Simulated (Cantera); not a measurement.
Predominance diagram of Zr at 1050 K against the partial pressures of O2 and N2 (log10, bar). Cantera with NASA thermochemical tables; ideal gases at 1 bar, condensed phases pure. Candidates: Zr(α), ZrN(s), ZrO2(monoclinic). Only these pure phases compete in this equilibrium. ZrN: taken at fixed stoichiometry.

```
log p(N2) \ log p(O2)
        columns: -39, -36.6, -34.3, -31.9, -29.6, -27.2, -24.9, -22.5, -20.2, -17.8, -15.5, -13.1, -10.8, -8.4, -6.1, -3.7, -1.4, 1
      0  A A A A B B B B B B B B B B B B B B
     -2  A A A B B B B B B B B B B B B B B B
     -4  A A A B B B B B B B B B B B B B B B
     -6  A A B B B B B B B B B B B B B B B B
     -8  A A B B B B B B B B B B B B B B B B
    -10  A A B B B B B B B B B B B B B B B B
    -12  A B B B B B B B B B B B B B B B B B
    -14  A B B B B B B B B B B B B B B B B B
    -16  B B B B B B B B B B B B B B B B B B
    -18  B B B B B B B B B B B B B B B B B B
    -20  B B B B B B B B B B B B B B B B B B
```

A: ZrN(s); B: ZrO2(monoclinic).
